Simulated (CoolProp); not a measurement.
Neopentane at 293.15 K and 3.76 MPa is throttled through a valve to 2.27 MPa with no heat exchange. Each further row changes one setting.

The numbers come from the reference Helmholtz-energy equation of state, Lemmon 2006 in CoolProp. It is a short technical equation, of lower accuracy than the large ones.

```tsv
case	temperature change (K)	final density (kg/m³)
as stated	[?]	[?]
outlet pressure 0.681 MPa	[?]	[?]
outlet pressure 2.95 MPa	[?]	[?]
```

Q: Some entries are withheld; supply them.

A: 
- as stated, temperature change (K): +0.5
- as stated, final density (kg/m³): 593
- outlet pressure 0.681 MPa, temperature change (K): +1.1
- outlet pressure 0.681 MPa, final density (kg/m³): 590
- outlet pressure 2.95 MPa, temperature change (K): +0.3
- outlet pressure 2.95 MPa, final density (kg/m³): 594
